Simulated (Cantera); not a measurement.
Charge: 1 mol Si, 20 mol HBr, at 825 °C and 0.133 bar.

Equilibrium computed with Cantera from the NASA thermochemical tables; the gas is ideal and each condensed phase is pure. Candidate condensed phases: Br2, Si; 19 gas species. The tables' values for SiBr3 are old estimates; treat these amounts as uncertain. Kinetics and transport are ignored.

Base state: HBr 0.842, H2 0.105, SiBr4 0.0525, Br 0.000141, SiHBr3 5.65e-5, SiBr3 3.77e-5 (mole fractions); condensed: gas only.

**Question.** What changes in the equilibrium state with this change: HBr from 20 to 1 mol?

**Answer.** 
```tsv
species	before	after
H2	0.105	0.604
SiBr4	0.0525	0.282
HBr	0.842	0.0755
SiBr2	3.34e-6	0.0128
SiHBr3	5.65e-5	0.0194
SiH2Br2	2.88e-8	0.000634
SiBr3	3.77e-5	0.00540
Br	0.000141	5.26e-6
Si(s), mol	0	0.755
```
